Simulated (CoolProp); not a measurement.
Vapour-liquid equilibrium of propane (1) + R114 (2) at 1140 kPa; x and y are mole fractions of (1).

Model: multi-fluid Helmholtz-energy mixture model, Lemmon 2009 and Platzer 1990; pair parameters Bell 2016, in CoolProp. This equation is an older, rougher fit; its heat capacities, sound speeds and derivatives of the liquid may be far off and weren't checked against measurements.

```tsv
x	bubble temperature, mixture model (°C)	bubble temperature, Raoult's law (°C)	y, mixture model	y, Raoult's law
0.05	83.7	84.2	0.129	0.149
0.125	76.1	77.4	0.292	0.327
0.2	?	71.3	0.422	0.465
0.275	?	65.8	0.526	0.574
0.35	58.8	60.9	0.610	0.662
0.425	54.4	56.4	0.679	0.733
0.5	50.6	52.4	?	0.791
0.575	47.2	48.7	0.787	0.839
0.65	44.1	45.2	0.831	0.880
0.725	41.3	42.1	0.871	0.913
0.8	38.6	39.1	0.908	0.942
0.875	36.1	36.4	0.943	0.967
0.95	33.8	33.9	?	0.988
```

Q: Complete the blanks.

A: 
- 0.2, bubble temperature, mixture model (°C): 69.5
- 0.275, bubble temperature, mixture model (°C): 63.8
- 0.5, y, mixture model: 0.737
- 0.95, y, mixture model: 0.978

The largest gap from Raoult's law is -2.1 K in bubble temperature, at x = 0.35. No azeotrope shows between x = 0.05 and 0.95.

Pair parameters are fitted to limited data, so mixtures are less certain than the pure fluids.
